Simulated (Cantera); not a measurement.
**Cu₂O + CO + N₂ (carbothermic reduction)**

A closed system holds: 1 mol Cu₂O, 1 mol CO, 5.1 mol N₂, at 1.20 Torr.

Equilibrium computed with Cantera from the NASA thermochemical tables; the gas is ideal and each condensed phase is pure. Candidate condensed phases: C, Cu, CuO, Cu₂O; 27 gas species. Kinetics and transport are ignored.

From 925 K to 1325 K the condensed part is Cu(s). From 1425 K to 1625 K the condensed part is Cu(l).

```tsv
T (K)	x N₂	x CO₂	x Cu	x CO	n Cu(s)	n Cu(l)
925	0.836	0.164	3.76e-10	3.18e-7	2.00	0
1025	0.836	0.164	2.59e-8	1.37e-6	2.00	0
1125	0.836	0.164	8.35e-7	6.32e-6	2.00	0
1225	0.836	0.164	1.51e-5	3.26e-5	2.00	0
1325	0.836	0.164	0.000176	0.000131	2.00	0
1425	0.835	0.163	0.00136	0.000430	0	1.99
1525	0.829	0.161	0.00778	0.00120	0	1.95
1625	0.805	0.155	0.0357	0.00290	0	1.77
```
x: gas mole fraction; n: condensed amount in mol.
